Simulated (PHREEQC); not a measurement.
0.81 g of hydrous ferric oxide (600 m²/g; 0.2 weak and 0.005 strong sites per Fe, Dzombak-Morel constants, diffuse double layer) in 1 kg of water with 0.001 mol/kgw of an inert sodium salt and 0.0021 mol/kgw NaF, at 25 °C; the pH is set by adding NaOH or the inert anion's acid. O2 is buffered at 0.21 atm. No CO2 enters from the air. Nothing may precipitate in this run.

The series has 13 steps of pH, from 3 to 9.

All values are PHREEQC results (ion-association model, wateq4f.dat), not measurements.

Near which pH is half of the F sorbed, and on which side is more sorbed?

Near pH 5.3, with more sorbed at lower pH.

The oxide is taken as insoluble; below pH 4 it would dissolve.
